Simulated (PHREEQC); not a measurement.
Make-up at 25 °C: 27 mmol/kgw H2SO4, 8.3 mmol/kgw CuSO4 and 0.28 mmol/kgw MnSO4. Closed to the air; pH follows from the charge balance.

Equilibrium calculation in PHREEQC: ion-association model, wateq4f.dat.

Precipitation was switched off in this run.

Question: What pH does the model give?

Answer: pH 1.54.

Question: In which forms is Mn present?

Answer: Mn+2 69 %, MnSO4 31 % of the Mn.
